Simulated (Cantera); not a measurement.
A perfectly stirred reactor is fed with N2O : H2 : N2 = 1 : 0.013 : 1.9 (molar parts), at 1.00 atm; it is held at 1348 K, and followed from long to short residence time.

Cantera simulation using GRI-Mech 3.0 (53 species, 325 reactions); the numbers are that mechanism's predictions, not measurements. GRI-Mech 3.0 was tuned for natural gas; its chemistry of N2O as a main component is partial and can be far from experiment. The mechanism lacks the step 2 NO + O2 → 2 NO2, which can matter for NO2 below about 1400 K. The temperature is held fixed by assumption; the heat of reaction is taken as removed at once.

x: mole fraction; the columns are a selection and need not sum to one.

```
τ (s)     x N2O      x H2    x H2O    x HO2     x NO      x H2O2   x N2
------  -------  --------  -------  -------  -------  ----------  -----
7.0     0.00916   1.40e-6  0.00383  4.34e-8   0.0155  (withheld)  0.838
3.1      0.0187   2.61e-6  0.00384  5.42e-8   0.0197  (withheld)  0.831
1.3      0.0384   5.17e-6  0.00388  6.99e-8   0.0238  (withheld)  0.817
0.59     0.0696   9.79e-6  0.00393  9.11e-8   0.0256  (withheld)  0.799
0.26      0.119   1.94e-5  0.00401  1.27e-7   0.0241  (withheld)  0.771
0.11      0.183   4.07e-5  0.00411  2.02e-7   0.0188  (withheld)  0.737
0.050     0.241   8.08e-5  0.00418  3.49e-7   0.0124  (withheld)  0.706
0.022     0.287  0.000163  0.00418  6.82e-7  0.00682  (withheld)  0.683
0.0097    0.313  0.000320  0.00407  1.37e-6  0.00336  (withheld)  0.669
0.0043    0.327  0.000603  0.00381  2.55e-6  0.00156  (withheld)  0.662
```

**Question.** What belongs in the gaps?

**Answer.** 
- 7.0, x H2O2: 1.72e-9
- 3.1, x H2O2: 2.39e-9
- 1.3, x H2O2: 3.34e-9
- 0.59, x H2O2: 4.42e-9
- 0.26, x H2O2: 5.77e-9
- 0.11, x H2O2: 7.46e-9
- 0.050, x H2O2: 9.39e-9
- 0.022, x H2O2: 1.22e-8
- 0.0097, x H2O2: 1.68e-8
- 0.0043, x H2O2: 2.53e-8
